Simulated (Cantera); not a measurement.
What does this Cantera script print?

```python
import numpy as np
import cantera as ct

gas_names = """
    CL CL2 N N2 Si SiCL SiCL2 SiCL3 SiCL4 SiN Si2 Si2N Si3
""".split()
cond_names = """
    Si(cr) Si(L) Si3N4(a)
""".split()


# ... load() reads the species with a 1 bar reference pressure and builds the phases ...
atoms = {
    'Si2Cl6': {'Si': 2, 'CL': 6},
    'Cl2': {'CL': 2},
    'N2': {'N': 2},
}
top_T = {'Si3N4(a)': 2400}  # K; cautious upper limits of use, not melting points


# ... equilibrate(T, P, feed) seeds the gas with the atoms and calls Mixture.equilibrate('TP', solver="vcs", rtol=1e-11, max_steps=5000) ...
results = []
feed = {'Si2Cl6': 1, 'Cl2': 0.0056, 'N2': 100}  # mol
P = 1000  # Pa
for T in [1248, 1298, 1348, 1398, 1448, 1498, 1548, 1598, 1648, 1698]:
    mix = equilibrate(T, P, feed)
    results.append((T, P, feed, dict(zip(mix.species_names, mix.species_moles))))
    x = sorted(zip(gas.X, gas.species_names), reverse=True)
    print(f"T = {T:g} K  P = {P:g} Pa  gas = {mix.phase_moles(0):.4g} mol")
    print("   x: " + "  ".join(f"{s} {v:.3e}" for v, s in x if v > 0.001))
    print("   condensed (mol): " + ("  ".join(f"{mix.phase(i).name} {mix.phase_moles(i):.4g}"
          for i in range(1, mix.n_phases) if mix.phase_moles(i) > 1e-12) or "none"))
```

Output:

```
T = 1248 K  P = 1000 Pa  gas = 101.3 mol
   x: N2 9.844e-01  SiCL4 1.343e-02  SiCL3 1.283e-03
   condensed (mol): Si3N4(a) 0.14
T = 1298 K  P = 1000 Pa  gas = 101.5 mol
   x: N2 9.835e-01  SiCL4 1.200e-02  SiCL2 2.353e-03  SiCL3 2.174e-03
   condensed (mol): Si3N4(a) 0.1076
T = 1348 K  P = 1000 Pa  gas = 101.8 mol
   x: N2 9.817e-01  SiCL4 9.598e-03  SiCL2 5.475e-03  SiCL3 3.235e-03
   condensed (mol): Si3N4(a) 0.04555
T = 1398 K  P = 1000 Pa  gas = 102 mol
   x: N2 9.804e-01  SiCL4 7.930e-03  SiCL2 7.858e-03  SiCL3 3.819e-03
   condensed (mol): none
T = 1448 K  P = 1000 Pa  gas = 102 mol
   x: N2 9.803e-01  SiCL2 7.776e-03  SiCL4 7.774e-03  SiCL3 4.056e-03
   condensed (mol): none
T = 1498 K  P = 1000 Pa  gas = 102 mol
   x: N2 9.801e-01  SiCL2 7.755e-03  SiCL4 7.561e-03  SiCL3 4.285e-03
   condensed (mol): none
T = 1548 K  P = 1000 Pa  gas = 102.1 mol
   x: N2 9.796e-01  SiCL2 7.871e-03  SiCL4 7.217e-03  SiCL3 4.504e-03
   condensed (mol): none
T = 1598 K  P = 1000 Pa  gas = 102.2 mol
   x: N2 9.787e-01  SiCL2 8.254e-03  SiCL4 6.621e-03  SiCL3 4.699e-03  CL 1.737e-03
   condensed (mol): none
T = 1648 K  P = 1000 Pa  gas = 102.4 mol
   x: N2 9.769e-01  SiCL2 9.076e-03  SiCL4 5.643e-03  SiCL3 4.820e-03  CL 3.531e-03
   condensed (mol): none
T = 1698 K  P = 1000 Pa  gas = 102.6 mol
   x: N2 9.742e-01  SiCL2 1.046e-02  CL 6.283e-03  SiCL3 4.753e-03  SiCL4 4.268e-03
   condensed (mol): none
```

These are equilibrium values from Cantera (NASA tables, ideal gas, pure condensed phases), not measurements of a reactor. The feed counts by its element totals alone. N2 is the only nitrogen source here; it is nearly inert below about 1500 K, so the nitride shown seldom forms there in practice. The tables' values for SiCl3 are old estimates; treat these amounts as uncertain.
